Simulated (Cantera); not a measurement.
What does this Cantera script print?

```python
import numpy as np
import cantera as ct

gas = ct.Solution("gri30.yaml")
gas.TPX = 2100, 1500, {'CH4': 0.035, 'H2': 1, 'N2': 0.00015}
reactor = ct.IdealGasConstPressureReactor(gas, energy="off", clone=False)
net = ct.ReactorNet([reactor])
net.rtol, net.atol = 1e-08, 1e-18
show = ['CH4', 'H2', 'C2H4', 'C2H', 'C2H2']
times = np.geomspace(0.0007, 30, 15)

steps = ct.SolutionArray(gas, extra=["t"])
rows = []
print(f"{'t/s':>10s}{'T/K':>9s}{'P/Pa':>11s}" + "".join(f"{s:>11s}" for s in show))
for t in times:
    while net.time < t:
        t_next = net.step()
        steps.append(gas.state, t=t_next)
    rows.append([np.interp(t, steps.t, y) for y in (steps.T, steps.P, *steps(*show).X.T)])
    print(f"{t:10.3e}{rows[-1][0]:9.1f}{rows[-1][1]:11.4g}" + "".join(f"{x:11.3e}" for x in rows[-1][2:]))
rate = np.gradient(steps.T, steps.t)
print("integrator steps:", len(steps.t))
if steps.T.max() > steps.T[0] + 200:
    print(f"time of steepest temperature rise: {steps.t[rate.argmax()]:.4e} s")
gas.TPX = 2100, 1500, {'CH4': 0.035, 'H2': 1, 'N2': 0.00015}
gas.equilibrate("TP")
print(f"equilibrium (TP): T = {gas.T:.1f} K  " + "  ".join(f"{s} {gas[s].X[0]:.3e}" for s in show))
```

Result:

```
       t/s      T/K       P/Pa        CH4         H2       C2H4        C2H       C2H2
 7.000e-04   2100.0       1500  3.307e-02  9.650e-01  6.628e-06  4.653e-11  1.682e-06
 1.500e-03   2100.0       1500  3.215e-02  9.640e-01  4.139e-05  2.116e-09  3.575e-05
 3.212e-03   2100.0       1500  2.963e-02  9.623e-01  1.310e-04  6.232e-08  5.106e-04
 6.881e-03   2100.0       1500  2.271e-02  9.623e-01  1.575e-04  7.022e-07  3.402e-03
 1.474e-02   2100.0       1500  1.228e-02  9.662e-01  6.745e-05  2.380e-06  9.056e-03
 3.158e-02   2100.0       1500  4.739e-03  9.687e-01  1.521e-05  4.227e-06  1.338e-02
 6.765e-02   2100.0       1500  1.461e-03  9.683e-01  3.183e-06  5.869e-06  1.531e-02
 1.449e-01   2100.0       1500  4.213e-04  9.662e-01  1.409e-06  7.285e-06  1.593e-02
 3.104e-01   2100.0       1500  1.250e-04  9.636e-01  1.104e-06  8.615e-06  1.609e-02
 6.650e-01   2100.0       1500  4.085e-05  9.609e-01  9.838e-07  9.872e-06  1.613e-02
 1.425e+00   2100.0       1500  1.892e-05  9.591e-01  9.258e-07  1.069e-05  1.613e-02
 3.052e+00   2100.0       1500  1.549e-05  9.586e-01  9.132e-07  1.088e-05  1.612e-02
 6.537e+00   2100.0       1500  1.539e-05  9.586e-01  9.128e-07  1.089e-05  1.612e-02
 1.400e+01   2100.0       1500  1.539e-05  9.586e-01  9.128e-07  1.089e-05  1.612e-02
 3.000e+01   2100.0       1500  1.539e-05  9.586e-01  9.128e-07  1.089e-05  1.612e-02
integrator steps: 1364
equilibrium (TP): T = 2100.0 K  CH4 1.539e-05  H2 9.586e-01  C2H4 9.054e-07  C2H 1.080e-05  C2H2 1.599e-02
```

Detailed kinetics in Cantera: GRI-Mech 3.0 (53 species, 325 reactions). GRI-Mech 3.0 stops at C3 and has no aromatics, soot or wall deposition, so with more carbon than oxygen in the feed, carbon stays in small species such as C2H2 where larger ones or solid carbon would form. Radical loss at walls, strong at low pressure, is not modelled.
